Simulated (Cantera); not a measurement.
## BN + HF + H2 + Cl2 (nitride etching)

A closed system holds: 1 mol BN, 2.7 mol HF, 1.3 mol H2, 5.1 mol Cl2, equilibrated at 9.00 Torr.

These are equilibrium values from Cantera (NASA tables, ideal gas, pure condensed phases), not measurements of a reactor. Candidate condensed phases: B, BN, NH4Cl; 40 gas species. The tables' values for BF2, BClF, BCl2 are old estimates; treat these amounts as uncertain. Rates play no part.

| T (K) | x HCl | x Cl | x Cl2 | x BF3 | x N2 | x HF | x BCl3 |
|---|---|---|---|---|---|---|---|
| 1473 | 0.527 | 0.170 | 0.146 | 0.0885 | 0.0503 | 0.00604 | 0.0121 |
| 1523 | 0.513 | 0.214 | 0.119 | 0.0860 | 0.0491 | 0.00692 | 0.0121 |
| 1573 | 0.500 | 0.258 | 0.0914 | 0.0835 | 0.0479 | 0.00784 | 0.0122 |
| 1623 | 0.487 | 0.297 | 0.0669 | 0.0813 | 0.0468 | 0.00881 | 0.0123 |
| 1673 | 0.477 | 0.329 | 0.0469 | 0.0793 | 0.0459 | 0.00983 | 0.0124 |
| 1723 | 0.469 | 0.353 | 0.0319 | 0.0777 | 0.0453 | 0.0109 | 0.0126 |
| 1773 | 0.463 | 0.370 | 0.0213 | 0.0764 | 0.0448 | 0.0121 | 0.0129 |
| 1823 | 0.458 | 0.381 | 0.0141 | 0.0753 | 0.0445 | 0.0134 | 0.0131 |
| 1873 | 0.454 | 0.389 | 0.00941 | 0.0741 | 0.0442 | 0.0147 | 0.0133 |
| 1923 | 0.450 | 0.395 | 0.00634 | 0.0726 | 0.0440 | 0.0162 | 0.0133 |
x: gas mole fraction; nothing condenses.

From 1473 K to 1923 K nothing is condensed. The main B-bearing gas is BF3 throughout.
